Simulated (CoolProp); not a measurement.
A simple Rankine cycle with n-perfluoropentane: condensing at 333.15 K, boiler at 1.34 MPa, turbine inlet 499 K, turbine efficiency 0.8, pump efficiency 0.7, no recuperator. Each further row changes one setting.

Model: reference Helmholtz-energy equation of state, Gao 2022, in CoolProp.

```json
[
 {"case": "as stated", "thermal efficiency (%)": "___", "net work (kJ/kg)": "15.5", "heat in (kJ/kg)": "236", "turbine exit temperature (K)": "___", "volume ratio over the turbine": "5.14"},
 {"case": "condensing temperature 325.15 K", "thermal efficiency (%)": "___", "net work (kJ/kg)": "18.0", "heat in (kJ/kg)": "244", "turbine exit temperature (K)": "474.7", "volume ratio over the turbine": "6.53"},
 {"case": "boiler pressure 0.938 MPa", "thermal efficiency (%)": "___", "net work (kJ/kg)": "12.5", "heat in (kJ/kg)": "238", "turbine exit temperature (K)": "483.1", "volume ratio over the turbine": "3.49"},
 {"case": "turbine efficiency 0.7", "thermal efficiency (%)": "5.7", "net work (kJ/kg)": "13.4", "heat in (kJ/kg)": "236", "turbine exit temperature (K)": "479.5", "volume ratio over the turbine": "5.16"}
]
```

### Question
Fill in the missing entries.

### Answer

- as stated, thermal efficiency (%): 6.6
- as stated, turbine exit temperature (K): 477.5
- condensing temperature 325.15 K, thermal efficiency (%): 7.4
- boiler pressure 0.938 MPa, thermal efficiency (%): 5.2
